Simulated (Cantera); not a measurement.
**Catalytic combustion on Pt**

An isothermal plug-flow reactor at 1150 K and 1.10 bar (inlet), inlet velocity 0.76 m/s, active area per volume 4400 1/m; feed 0.428 % CH4, 3.05 % O2, 96.5 % N2.

Model: Deutschmann's 1995 Pt surface mechanism with GRI-Mech 3.0 gas chemistry, integrated in Cantera. Catalytic surfaces can have several steady states; this one follows from the mechanism file's or the stated starting coverage. Mass transfer to the wall is taken as infinitely fast.

```tsv
z (m)	x CH4	x O2	x H2O	x CO2	x CO	θ free Pt	θ O*	θ OH*
3e-05	0.00393	0.0299	0.000683	0.000336	5.05e-6	0.445	0.555	0.000427
5.8e-05	0.00364	0.0293	0.00127	0.000632	4.68e-6	0.446	0.554	0.000556
0.00011	0.00314	0.0283	0.00226	0.00113	4.06e-6	0.448	0.552	0.000723
0.00022	0.00230	0.0266	0.00395	0.00197	3.00e-6	0.451	0.548	0.000942
0.00042	0.00128	0.0246	0.00597	0.00298	1.69e-6	0.455	0.544	0.00115
0.00081	0.000404	0.0228	0.00773	0.00386	5.38e-7	0.458	0.540	0.00131
0.0016	3.76e-5	0.0221	0.00846	0.00423	5.10e-8	0.460	0.539	0.00136
0.003	5.86e-7	0.0220	0.00854	0.00427	1.36e-9	0.460	0.538	0.00137
```
x: gas mole fraction; θ: surface coverage.
